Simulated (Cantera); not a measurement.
# Thermodynamics of abatement and gas-phase synthesis, feed CS2 + H2O

Charge: 1 mol CS2, a varied amount of H2O, held at 143000 Torr.

These are equilibrium values from Cantera (NASA tables, ideal gas, pure condensed phases), not measurements of a reactor. Candidate condensed phases: C, C6H6, C7H8, C8H18, H2O, H2SO4, S; 123 gas species. The ideal-gas law is rough above about 30 bar. Equilibrium is a limit: real reactors are often held back by kinetics, nucleation or transport.

Task: Map the stable condensed phases over T = 1350, 1550, 1750, 1950, 2150, 2350, 2550, 2750, 2950, 3150 K and n(H2O) in mol = 0.04, 0.052, 0.067, 0.087, 0.11, 0.15, 0.19, 0.25, 0.32, 0.41, 0.53, 0.69, 0.9.

Result: 
```
T in K \ n(H2O) in mol
          0.04 0.052 0.067 0.087  0.11  0.15  0.19  0.25  0.32  0.41  0.53  0.69   0.9
   3150      A     A     A     A     A     A     A     A     A     A     A     A     A
   2950      B     B     B     B     B     A     A     A     A     A     A     A     A
   2750      B     B     B     B     B     B     A     A     A     A     A     A     A
   2550      B     B     B     B     B     B     B     A     A     A     A     A     A
   2350      B     B     B     B     B     B     B     B     A     A     A     A     A
   2150      B     B     B     B     B     B     B     B     A     A     A     A     A
   1950      B     B     B     B     B     B     B     B     A     A     A     A     A
   1750      B     B     B     B     B     B     B     B     A     A     A     A     A
   1550      B     B     B     B     B     B     B     B     B     A     A     A     A
   1350      B     B     B     B     B     B     B     B     B     B     A     A     A
```
A: gas only; B: C.
